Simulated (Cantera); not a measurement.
A perfectly stirred reactor is fed with CH₄ : H₂O = 1 : 2.9 (molar parts), at 1.01 bar; it is held at 1498 K, and followed from long to short residence time.

Computed with Cantera and GRI-Mech 3.0 (53 species, 325 reactions).

Predict: x(CH₄) at τ = 0.910 s; x(H₂O) at τ = 0.910 s; x(C₂H₆) at τ = 0.910 s; x(CO₂) at τ = 0.910 s; x(CH₄) at τ = 25.0 ms; x(H₂O) at τ = 25.0 ms; x(C₂H₆) at τ = 25.0 ms; x(CO₂) at τ = 25.0 ms.


| Item | Result |
|---|---|
| x(CH₄) at τ = 0.910 s | 0.117 |
| x(H₂O) at τ = 0.910 s | 0.627 |
| x(C₂H₆) at τ = 0.910 s | 9.74e-5 |
| x(CO₂) at τ = 0.910 s | 0.00720 |
| x(CH₄) at τ = 25.0 ms | 0.238 |
| x(H₂O) at τ = 25.0 ms | 0.734 |
| x(C₂H₆) at τ = 25.0 ms | 0.000708 |
| x(CO₂) at τ = 25.0 ms | 1.29e-5 |
